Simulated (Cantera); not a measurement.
Feed: 1 mol SiH2Cl2, 0.18 mol Cl2, 22 mol H2, equilibrated at 1.33 mbar.

Points: T (K) = 873, 923, 973, 1023, 1073, 1123, 1173, 1223, 1273, 1323, 1373, 1423, 1473.

Cantera's Mixture.equilibrate('TP', solver="vcs", rtol=1e-11, max_steps=5000) on the NASA tables stopped like this:

```
T = 873 K  P = 133.322 Pa  gas = 23.64 mol
   x: H2 9.651e-01  SiCL4 1.917e-02  HCL 1.194e-02  SiHCL3 3.320e-03  SiCL3 2.471e-04  SiCL2 1.872e-04
   condensed (mol): Si(cr) 0.4566
T = 923 K  P = 133.322 Pa  gas = 23.7 mol
   x: H2 9.592e-01  HCL 1.962e-02  SiCL4 1.708e-02  SiHCL3 2.975e-03  SiCL2 5.767e-04  SiCL3 4.945e-04
   condensed (mol): Si(cr) 0.4982
ERROR: FAILURE its = 5001!

*******************************************************************************
CanteraError thrown by MultiPhase::equilibrate:
VCS solver failed. Return code: -1
*******************************************************************************
```

Problem. What got this run through?

Solution. This is not unique; one that fits is The failure is numerical, not chemical. The same input converged with solver="gibbs", rtol=1e-10, max_steps=50000, and the result passed a check of the equilibrium conditions:
```
T = 873 K  P = 133.322 Pa  gas = 23.64 mol
   x: H2 9.651e-01  SiCL4 1.917e-02  HCL 1.194e-02  SiHCL3 3.320e-03  SiCL3 2.471e-04  SiCL2 1.872e-04
   condensed (mol): Si(cr) 0.4566
T = 923 K  P = 133.322 Pa  gas = 23.7 mol
   x: H2 9.592e-01  HCL 1.962e-02  SiCL4 1.708e-02  SiHCL3 2.975e-03  SiCL2 5.767e-04  SiCL3 4.945e-04
   condensed (mol): Si(cr) 0.4982
T = 973 K  P = 133.322 Pa  gas = 23.78 mol
   x: H2 9.512e-01  HCL 2.987e-02  SiCL4 1.404e-02  SiHCL3 2.513e-03  SiCL2 1.508e-03  SiCL3 8.591e-04
   condensed (mol): Si(cr) 0.549
T = 1023 K  P = 133.322 Pa  gas = 23.88 mol
   x: H2 9.413e-01  HCL 4.195e-02  SiCL4 1.015e-02  SiCL2 3.323e-03  SiHCL3 1.927e-03  SiCL3 1.264e-03
   condensed (mol): Si(cr) 0.6012
T = 1073 K  P = 133.322 Pa  gas = 23.99 mol
   x: H2 9.313e-01  HCL 5.382e-02  SiCL2 6.053e-03  SiCL4 6.013e-03  SiCL3 1.508e-03  SiHCL3 1.275e-03
   condensed (mol): Si(cr) 0.6431
T = 1123 K  P = 133.322 Pa  gas = 24.08 mol
   x: H2 9.235e-01  HCL 6.263e-02  SiCL2 8.973e-03  SiCL4 2.763e-03  SiCL3 1.413e-03  SiHCL3 6.987e-04
   condensed (mol): Si(cr) 0.666
T = 1173 K  P = 133.322 Pa  gas = 24.13 mol
   x: H2 9.193e-01  HCL 6.714e-02  SiCL2 1.115e-02  SiCL3 1.077e-03  SiCL4 1.025e-03  SiHCL3 3.270e-04
   condensed (mol): Si(cr) 0.6719
T = 1223 K  P = 133.322 Pa  gas = 24.16 mol
   x: H2 9.176e-01  HCL 6.865e-02  SiCL2 1.249e-02  SiCL3 7.384e-04  SiCL4 3.479e-04  SiHCL3 1.436e-04
   condensed (mol): Si(cr) 0.6683
T = 1273 K  P = 133.322 Pa  gas = 24.17 mol
   x: H2 9.172e-01  HCL 6.879e-02  SiCL2 1.334e-02  SiCL3 4.933e-04  SiCL4 1.195e-04
   condensed (mol): Si(cr) 0.661
T = 1323 K  P = 133.322 Pa  gas = 24.17 mol
   x: H2 9.172e-01  HCL 6.843e-02  SiCL2 1.396e-02  SiCL3 3.323e-04
   condensed (mol): Si(cr) 0.6526
T = 1373 K  P = 133.322 Pa  gas = 24.18 mol
   x: H2 9.173e-01  HCL 6.789e-02  SiCL2 1.446e-02  SiCL3 2.284e-04
   condensed (mol): Si(cr) 0.6441
T = 1423 K  P = 133.322 Pa  gas = 24.18 mol
   x: H2 9.175e-01  HCL 6.730e-02  SiCL2 1.488e-02  H 1.742e-04  SiCL3 1.605e-04
   condensed (mol): Si(cr) 0.6359
T = 1473 K  P = 133.322 Pa  gas = 24.18 mol
   x: H2 9.176e-01  HCL 6.670e-02  SiCL2 1.524e-02  H 3.319e-04  SiCL3 1.152e-04
   condensed (mol): Si(cr) 0.628
```

The gas is ideal and each condensed phase is pure. The tables' values for SiCl3 are old estimates; treat these amounts as uncertain.
